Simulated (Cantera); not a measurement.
Input (Python, Cantera):

```python
import numpy as np
import cantera as ct

gas = ct.Solution("gri30.yaml")


def delay(T, t_max=10):
    gas.TPX = T, 2200000, {'CH4': 1, 'C2H6': 0.17, 'O2': 6.03, 'N2': 18.7}
    reactor = ct.IdealGasReactor(gas, clone=False)
    net = ct.ReactorNet([reactor])
    net.rtol, net.atol = 1e-8, 1e-16
    while net.time < t_max:
        t_old, T_old = net.time, reactor.T
        net.step()
        if reactor.T > T + 400:  # ignition: a rise of 400 K
            return t_old + (T + 400 - T_old) / (reactor.T - T_old) * (net.time - t_old)
    return np.nan


taus = []
for T in [1100, 1175, 1250, 1325, 1400, 1475, 1550, 1625]:
    taus.append(delay(T))
    print(f"T0 = {T:6g} K   tau = {taus[-1]:.4e} s")
```

Result:

```
T0 =   1100 K   tau = 2.6762e-03 s
T0 =   1175 K   tau = 8.1062e-04 s
T0 =   1250 K   tau = 2.8112e-04 s
T0 =   1325 K   tau = 1.1075e-04 s
T0 =   1400 K   tau = 4.9229e-05 s
T0 =   1475 K   tau = 2.4293e-05 s
T0 =   1550 K   tau = 1.3046e-05 s
T0 =   1625 K   tau = 7.4951e-06 s
```

Cantera simulation using GRI-Mech 3.0 (53 species, 325 reactions); the numbers are that mechanism's predictions, not measurements. The pressure lies above the range GRI-Mech 3.0 was tuned for (to about 10 atm).
